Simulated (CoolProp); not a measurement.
Saturation properties of R22.

Values from CoolProp's reference Helmholtz-energy equation of state, Kamei 1995.

```json
[
 {"T (°C)": "-30.75", "p (bar)": "1.588", "vapour density (kg/m³)": "7.162", "enthalpy of vaporisation (kJ/kg)": "227.3", "liquid cp (kJ/(kg K))": "1.104"},
 {"T (°C)": "-21.65", "p (bar)": "?", "vapour density (kg/m³)": "10.16", "enthalpy of vaporisation (kJ/kg)": "221.2", "liquid cp (kJ/(kg K))": "1.120"},
 {"T (°C)": "-12.55", "p (bar)": "3.239", "vapour density (kg/m³)": "14.05", "enthalpy of vaporisation (kJ/kg)": "214.7", "liquid cp (kJ/(kg K))": "1.138"},
 {"T (°C)": "-3.45", "p (bar)": "4.444", "vapour density (kg/m³)": "19.02", "enthalpy of vaporisation (kJ/kg)": "207.8", "liquid cp (kJ/(kg K))": "1.160"},
 {"T (°C)": "5.65", "p (bar)": "5.961", "vapour density (kg/m³)": "25.29", "enthalpy of vaporisation (kJ/kg)": "?", "liquid cp (kJ/(kg K))": "1.186"},
 {"T (°C)": "14.75", "p (bar)": "7.836", "vapour density (kg/m³)": "33.12", "enthalpy of vaporisation (kJ/kg)": "192.5", "liquid cp (kJ/(kg K))": "1.216"},
 {"T (°C)": "23.85", "p (bar)": "10.12", "vapour density (kg/m³)": "42.85", "enthalpy of vaporisation (kJ/kg)": "183.9", "liquid cp (kJ/(kg K))": "1.252"},
 {"T (°C)": "32.95", "p (bar)": "12.86", "vapour density (kg/m³)": "54.90", "enthalpy of vaporisation (kJ/kg)": "174.5", "liquid cp (kJ/(kg K))": "1.296"},
 {"T (°C)": "42.05", "p (bar)": "16.12", "vapour density (kg/m³)": "69.85", "enthalpy of vaporisation (kJ/kg)": "164.2", "liquid cp (kJ/(kg K))": "1.353"},
 {"T (°C)": "51.25", "p (bar)": "19.99", "vapour density (kg/m³)": "88.79", "enthalpy of vaporisation (kJ/kg)": "152.5", "liquid cp (kJ/(kg K))": "1.431"},
 {"T (°C)": "60.35", "p (bar)": "24.46", "vapour density (kg/m³)": "?", "enthalpy of vaporisation (kJ/kg)": "139.4", "liquid cp (kJ/(kg K))": "1.545"},
 {"T (°C)": "69.45", "p (bar)": "29.64", "vapour density (kg/m³)": "143.8", "enthalpy of vaporisation (kJ/kg)": "124.0", "liquid cp (kJ/(kg K))": "1.728"},
 {"T (°C)": "78.55", "p (bar)": "?", "vapour density (kg/m³)": "186.9", "enthalpy of vaporisation (kJ/kg)": "105.1", "liquid cp (kJ/(kg K))": "2.088"}
]
```

**Question.** Complete the blanks.

**Answer.** 
- -21.65, p (bar): 2.301
- 5.65, enthalpy of vaporisation (kJ/kg): 200.4
- 60.35, vapour density (kg/m³): 112.6
- 78.55, p (bar): 35.61

It boils at -40.8 °C under 1 atm.
